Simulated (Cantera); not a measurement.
What does this Cantera script print?

```python
import numpy as np
import cantera as ct

gas_names = """
    CL CL2 H HCL H2 N NH NH2 NH3 N2 N2H2 N2H4 Si SiCL SiCL2 SiCL3 SiCL4 SiH SiHCL3 SiH2 SiH2CL2 SiH3
    SiH3CL SiH4 SiN Si2 Si2N Si3
""".split()
cond_names = """
    NH4CL(a) NH4CL(b) Si(cr) Si(L) Si3N4(a)
""".split()


def load(file, names, dense=False):
    # The tables refer to 1 bar. Condensed volumes are neglected.
    table = {s.name: s for s in ct.Species.list_from_file(file)}
    out = []
    for n in names:
        d = dict(table[n].input_data)
        d["thermo"] = dict(d["thermo"], **{"reference-pressure": 1e5})
        if dense:
            d["equation-of-state"] = {"model": "constant-volume", "density": "1e6 g/cm^3"}
        out.append(ct.Species.from_dict(d))
    return out


gas = ct.Solution(thermo="ideal-gas", species=load("nasa_gas.yaml", gas_names))
cond = {s.name: ct.Solution(thermo="fixed-stoichiometry", species=[s], name=s.name)
        for s in load("nasa_condensed.yaml", cond_names, dense=True)}
atoms = {
    'SiH4': {'Si': 1, 'H': 4},
    'Cl2': {'CL': 2},
    'N2': {'N': 2},
}
top_T = {'Si3N4(a)': 2400}  # K; cautious upper limits of use, not melting points


def equilibrate(T, P, feed):
    n = {}
    for name, mol in feed.items():
        for a, k in atoms[name].items():
            n[a] = n.get(a, 0.0) + k * mol
    gas.TPX = T, P, n
    mass = sum(n.values()) * gas.mean_molecular_weight
    gas.equilibrate("TP")
    valid = [c for c in cond.values() if c.min_temp <= T <= top_T.get(c.name, c.max_temp)]
    mix = ct.Mixture([(gas, mass / gas.mean_molecular_weight)] + [(c, 0.0) for c in valid])
    mix.T, mix.P = T, P
    mix.equilibrate("TP", solver="vcs", rtol=1e-11, max_steps=5000)
    return mix


results = []
feed = {'SiH4': 1, 'Cl2': 0.46, 'N2': 56}  # mol
T = 1248  # K
P = 10000  # Pa
mix = equilibrate(T, P, feed)
results.append((T, P, feed, dict(zip(mix.species_names, mix.species_moles))))
x = sorted(zip(gas.X, gas.species_names), reverse=True)
print(f"T = {T:g} K  P = {P:g} Pa  gas = {mix.phase_moles(0):.4g} mol")
print("   x: " + "  ".join(f"{s} {v:.3e}" for v, s in x if v > 1e-05))
print("   condensed (mol): " + ("  ".join(f"{mix.phase(i).name} {mix.phase_moles(i):.4g}"
      for i in range(1, mix.n_phases) if mix.phase_moles(i) > 1e-12) or "none"))
```

Result:

```
T = 1248 K  P = 10000 Pa  gas = 57.79 mol
   x: N2 9.574e-01  H2 2.666e-02  HCL 1.588e-02
   condensed (mol): Si3N4(a) 0.3331
```

Cantera equilibrium calculation (NASA polynomials, part measured and part estimated; ideal gas, pure solids and liquids). N2 is the only nitrogen source here; it is nearly inert below about 1500 K, so the nitride shown seldom forms there in practice.
